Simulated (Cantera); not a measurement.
# Carbon deposition, reforming and gasification: C + NH3

A closed system holds: 1 mol C, 0.079 mol NH3, at 10.0 mbar.

These are equilibrium values from Cantera (NASA tables, ideal gas, pure condensed phases), not measurements of a reactor. Candidate condensed phases: C, C6H6, C7H8, C8H18; 92 gas species. Rates play no part.

| T (K) | x H2 | x H | x N2 | x HCN | x C2H2 (acetylene) | x CH4 | x HNC | n C(graphite) |
|---|---|---|---|---|---|---|---|---|
| 800 | 0.741 | 2.49e-11 | 0.252 | 4.05e-8 | <1e-12 | 0.00738 | 9.65e-12 | 0.999 |
| 950 | 0.749 | 4.81e-9 | 0.250 | 9.66e-7 | 2.06e-10 | 0.000940 | 9.72e-10 | 1.000 |
| 1100 | 0.750 | 2.24e-7 | 0.250 | 9.62e-6 | 9.98e-9 | 0.000202 | 2.76e-8 | 1.000 |
| 1250 | 0.750 | 4.19e-6 | 0.250 | 5.49e-5 | 1.89e-7 | 6.18e-5 | 3.50e-7 | 1.000 |
| 1400 | 0.750 | 4.21e-5 | 0.250 | 0.000215 | 1.89e-6 | 2.43e-5 | 2.56e-6 | 1.000 |
| 1550 | 0.749 | 0.000273 | 0.250 | 0.000643 | 1.20e-5 | 1.14e-5 | 1.27e-5 | 1.000 |
| 1700 | 0.748 | 0.00127 | 0.249 | 0.00158 | 5.49e-5 | 6.13e-6 | 4.73e-5 | 1.000 |
| 1850 | 0.744 | 0.00465 | 0.248 | 0.00334 | 0.000195 | 3.62e-6 | 0.000141 | 0.999 |
| 2000 | 0.734 | 0.0139 | 0.245 | 0.00625 | 0.000564 | 2.29e-6 | 0.000355 | 0.999 |
| 2150 | 0.712 | 0.0356 | 0.240 | 0.0105 | 0.00138 | 1.49e-6 | 0.000772 | 0.998 |
| 2300 | 0.669 | 0.0792 | 0.231 | 0.0162 | 0.00289 | 9.58e-7 | 0.00147 | 0.996 |
| 2450 | 0.596 | 0.155 | 0.218 | 0.0225 | 0.00520 | 5.79e-7 | 0.00248 | 0.994 |
| 2600 | 0.490 | 0.269 | 0.200 | 0.0282 | 0.00795 | 3.09e-7 | 0.00368 | 0.991 |
| 2750 | 0.359 | 0.410 | 0.178 | 0.0316 | 0.0101 | 1.35e-7 | 0.00480 | 0.986 |
x: gas mole fraction; n: condensed amount in mol.

From 800 K to 2750 K the condensed part is C(graphite). The main C-bearing gas is CH4 at 800 K and HCN at 2750 K.
